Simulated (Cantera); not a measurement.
Thermodynamics of thermal oxidation and active oxidation of silicon, feed Si + CO2 + N2

Charge: 1 mol Si, 1.1 mol CO2, 81 mol N2, at 1550 K and 4.60 Pa.

Equilibrium computed with Cantera from the NASA thermochemical tables; the gas is ideal and each condensed phase is pure. Candidate condensed phases: C, Si, SiC, SiO2, Si2N2O, Si3N4; 34 gas species. The tables hold silica as quartz up to 1696 K and as liquid above; real silica turns to tridymite and cristobalite and melts near 1996 K. Rates play no part.

```
Property                                     Value
--------------------------------------  ----------
x(N2)                                        0.976
x(CO)                                       0.0132
x(SiO)                                      0.0109
x(CO2)                                     6.52e-5
n(SiO2(β-quartz))                       0.0946 mol
gas amount                               83.01 mol
log10 activity of Si(s) (absent)             -6.79
log10 activity of C(graphite) (absent)       -7.27
```
